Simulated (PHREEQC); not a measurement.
# Alkaline etch or developer

Dissolve 0.0015 mol NH3 and 0.16 mol Na2CO3 per kg of water at 25 °C. Closed to the air; pH follows from the charge balance.

All values are PHREEQC results (ion-association model, wateq4f.dat), not measurements.

Each row changes one thing in this solution. This is a speciation only: nothing precipitates in the calculation.

```json
[
 {"case": "as made", "pH": "11.31", "ionic strength (mol/kgw)": "0.307", "Na+ (mol/kgw)": "0.235", "NaCO3- (mol/kgw)": "0.0851", "CO3-2 (mol/kgw)": "0.0720", "HCO3- (mol/kgw)": "0.00281", "SI of Natron (Na2CO3:10H2O)": "-1.97", "SI of Nahcolite (NaHCO3)": "-2.91"},
 {"case": "NH3 replaced by NH4HS at the same molality", "pH": "?", "ionic strength (mol/kgw)": "0.307", "Na+ (mol/kgw)": "0.235", "NaCO3- (mol/kgw)": "0.0846", "CO3-2 (mol/kgw)": "0.0715", "HCO3- (mol/kgw)": "0.00363", "SI of Natron (Na2CO3:10H2O)": "-1.97", "SI of Nahcolite (NaHCO3)": "-2.80"},
 {"case": "Na2CO3 from 0.16 to 0.08 mol/kgw", "pH": "11.24", "ionic strength (mol/kgw)": "0.170", "Na+ (mol/kgw)": "?", "NaCO3- (mol/kgw)": "0.0336", "CO3-2 (mol/kgw)": "0.0440", "HCO3- (mol/kgw)": "0.00231", "SI of Natron (Na2CO3:10H2O)": "-2.59", "SI of Nahcolite (NaHCO3)": "-3.23"},
 {"case": "Na2CO3 from 0.16 to 0.144 mol/kgw", "pH": "11.30", "ionic strength (mol/kgw)": "0.281", "Na+ (mol/kgw)": "0.214", "NaCO3- (mol/kgw)": "0.0741", "CO3-2 (mol/kgw)": "0.0670", "HCO3- (mol/kgw)": "0.00274", "SI of Natron (Na2CO3:10H2O)": "-2.06", "SI of Nahcolite (NaHCO3)": "-2.96"},
 {"case": "temperature from 25 to 80 °C", "pH": "10.17", "ionic strength (mol/kgw)": "0.194", "Na+ (mol/kgw)": "0.180", "NaCO3- (mol/kgw)": "?", "CO3-2 (mol/kgw)": "0.0147", "HCO3- (mol/kgw)": "0.00502", "SI of Natron (Na2CO3:10H2O)": "-4.68", "SI of Nahcolite (NaHCO3)": "-3.20"},
 {"case": "NH3 from 0.0015 to 0.00015 mol/kgw", "pH": "11.31", "ionic strength (mol/kgw)": "0.307", "Na+ (mol/kgw)": "0.235", "NaCO3- (mol/kgw)": "0.0851", "CO3-2 (mol/kgw)": "0.0719", "HCO3- (mol/kgw)": "0.00282", "SI of Natron (Na2CO3:10H2O)": "-1.97", "SI of Nahcolite (NaHCO3)": "-2.91"},
 {"case": "temperature from 25 to 35 °C", "pH": "11.06", "ionic strength (mol/kgw)": "0.274", "Na+ (mol/kgw)": "0.219", "NaCO3- (mol/kgw)": "0.101", "CO3-2 (mol/kgw)": "0.0555", "HCO3- (mol/kgw)": "0.00326", "SI of Natron (Na2CO3:10H2O)": "?", "SI of Nahcolite (NaHCO3)": "-2.97"},
 {"case": "NH3 left out", "pH": "11.31", "ionic strength (mol/kgw)": "0.307", "Na+ (mol/kgw)": "0.235", "NaCO3- (mol/kgw)": "0.0851", "CO3-2 (mol/kgw)": "0.0719", "HCO3- (mol/kgw)": "0.00282", "SI of Natron (Na2CO3:10H2O)": "-1.97", "SI of Nahcolite (NaHCO3)": "-2.91"},
 {"case": "Na2CO3 from 0.16 to 0.24 mol/kgw", "pH": "?", "ionic strength (mol/kgw)": "0.430", "Na+ (mol/kgw)": "0.337", "NaCO3- (mol/kgw)": "0.143", "CO3-2 (mol/kgw)": "0.0934", "HCO3- (mol/kgw)": "0.00311", "SI of Natron (Na2CO3:10H2O)": "-1.62", "SI of Nahcolite (NaHCO3)": "-2.73"}
]
```

Task: What belongs in the gaps?

Result: 
- NH3 replaced by NH4HS at the same molality, pH: 11.20
- Na2CO3 from 0.16 to 0.08 mol/kgw, Na+ (mol/kgw): 0.126
- temperature from 25 to 80 °C, NaCO3- (mol/kgw): 0.140
- temperature from 25 to 35 °C, SI of Natron (Na2CO3:10H2O): -2.51
- Na2CO3 from 0.16 to 0.24 mol/kgw, pH: 11.34

Species that the database lacks are ignored. Away from 25 °C the constants follow the database's enthalpies or fits; those with neither stay at their 25 °C values. The polysulfide entries of wateq4f.dat were taken out for this run.
